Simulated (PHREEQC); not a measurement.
PHREEQC input (Pitzer model, pitzer.dat):

```
SOLUTION 1
  temp 25
  units mol/kgw
  pH 7 charge
  Na 0.078
  Cl 0.022
  S(6) 0.019
END
USE solution 1
INCREMENTAL_REACTIONS false
REACTION 1
  H2O -1
  0 9.886 18.011 24.689 30.178 34.689 38.397 41.444
  43.949 46.007 47.699 49.089 50.232 51.172 51.944 52.578
  53.1 53.528 53.88 54.17 54.408 54.603 54.764 54.896
  55.005 55.094 55.168 55.228 moles
EQUILIBRIUM_PHASES 1
  Halite 0 0
  Mirabilite 0 0
  Thenardite 0 0
SELECTED_OUTPUT 1
  -reset false
  -pH true
  -pe true
  -ionic_strength true
  -water true
  -activities H2O
  -totals Cl Na S
  -molalities H+ Na+ Cl- SO4-2 OH- HSO4-
  -equilibrium_phases Halite Mirabilite Thenardite
PRINT
  -reset false
END
```

Selected output (columns that matter, 15 of 28 rows; water left (kg) added in front):

```
water left (kg)	pH	mu	Cl	Na	S	m_Na+	m_Cl-	m_SO4-2	m_OH-	la_H2O	Halite	Thenardite
1	12.136	0.097	0.022	0.078	0.019	0.078	0.022	0.019	0.018	-0.00095758	0	0
0.675514	12.29	0.14359	0.032568	0.11547	0.028127	0.11547	0.032568	0.028127	0.026646	-0.0013982	0	0
0.456313	12.443	0.21257	0.048213	0.17094	0.041638	0.17094	0.048213	0.041638	0.039447	-0.0020414	0	0
0.30824	12.596	0.31469	0.071373	0.25305	0.06164	0.25305	0.071373	0.06164	0.058396	-0.0029812	0	0
0.208215	12.748	0.46586	0.10566	0.37461	0.091252	0.37461	0.10566	0.091252	0.086449	-0.0043559	0	0
0.140655	12.901	0.68963	0.15641	0.55455	0.13508	0.55455	0.15641	0.13508	0.12797	-0.0063709	0	0
0.0950203	13.056	1.0208	0.23153	0.82088	0.19996	0.82088	0.23153	0.19996	0.18943	-0.0093374	0	0
0.0641769	13.215	1.5114	0.3428	1.2154	0.29606	1.2154	0.3428	0.29606	0.28047	-0.013751	0	0
0.0527548	13.297	1.8387	0.41702	1.4785	0.36016	1.4785	0.41702	0.36016	0.3412	-0.016736	0	0
0.0356396	13.469	2.7217	0.61729	2.1886	0.53312	2.1886	0.61729	0.53312	0.50506	-0.02507	0	0
0.0240733	13.658	4.0294	0.91388	3.2401	0.78926	3.2401	0.91388	0.78926	0.74772	-0.038469	0	0
0.0162724	13.874	5.961	1.352	4.7934	1.1676	4.7934	1.352	1.1676	1.1062	-0.061276	0	0
0.0109937	14.123	8.1064	2.0012	6.6171	1.4893	6.6171	2.0012	1.4893	1.6373	-0.096443	0	0.0026271
0.0074265	14.357	7.8963	2.9624	7.0595	0.83671	7.0595	2.9624	0.83671	2.4238	-0.12385	0	0.012786
0.00501235	14.664	8.6725	3.9924	8.3095	0.363	8.3095	3.9924	0.363	3.5911	-0.17408	0.0019886	0.017181
```
